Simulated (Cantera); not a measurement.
A perfectly stirred reactor is fed with H2 : O2 : N2 : NO = 1 : 0.357 : 1.34 : 0.0037 (molar parts), at 5.00 bar; it is adiabatic with a 650 K inlet, and is followed from long to short residence time, starting on the burning branch (τ in s: 0.029, 0.013, 0.0054, 0.0023, 0.001, 0.00043, 0.00018, 7.9e-05, 3.4e-05, 1.5e-05, 6.3e-06).

Model: GRI-Mech 3.0 (53 species, 325 reactions), integrated in Cantera. The hydrogen kinetics of GRI-Mech 3.0 are dated; newer H2 mechanisms differ, most at raised pressure. The mechanism lacks 2 NO + O2 → 2 NO2 and HONO, so NO2 and the effect of NO are under-described below about 1400 K.

x: mole fraction; the columns are a selection and need not sum to one.

```tsv
τ (s)	T (K)	x H2	x O2	x NO	x OH	x HO2	x H2O	x H
0.029	2556	0.120	[?]	0.000485	0.00287	1.29e-7	0.301	0.00517
0.013	2554	0.120	[?]	0.000547	0.00296	1.45e-7	0.301	0.00535
0.0054	2549	0.120	[?]	0.000662	0.00316	1.86e-7	0.301	0.00576
0.0023	2538	0.120	[?]	0.000823	0.00358	2.82e-7	0.300	0.00661
0.0010	2521	0.120	[?]	0.00101	0.00432	5.01e-7	0.298	0.00818
0.00043	2491	0.120	[?]	0.00121	0.00551	9.98e-7	0.295	0.0109
0.00018	2443	0.119	[?]	0.00138	0.00723	2.07e-6	0.291	0.0152
7.9e-5	2377	0.119	[?]	0.00148	0.00917	4.01e-6	0.285	0.0213
3.4e-5	2284	0.119	[?]	0.00153	0.0111	7.56e-6	0.277	0.0298
1.5e-5	2166	0.119	[?]	0.00154	0.0125	1.38e-5	0.266	0.0405
6.3e-6	2010	0.120	[?]	0.00152	0.0126	2.66e-5	0.253	0.0537
```

Problem. Fill in the missing entries.

Solution. 
- 0.029, x O2: 9.20e-5
- 0.013, x O2: 0.000107
- 0.0054, x O2: 0.000144
- 0.0023, x O2: 0.000220
- 0.0010, x O2: 0.000364
- 0.00043, x O2: 0.000636
- 0.00018, x O2: 0.00115
- 7.9e-5, x O2: 0.00201
- 3.4e-5, x O2: 0.00349
- 1.5e-5, x O2: 0.00580
- 6.3e-6, x O2: 0.00989
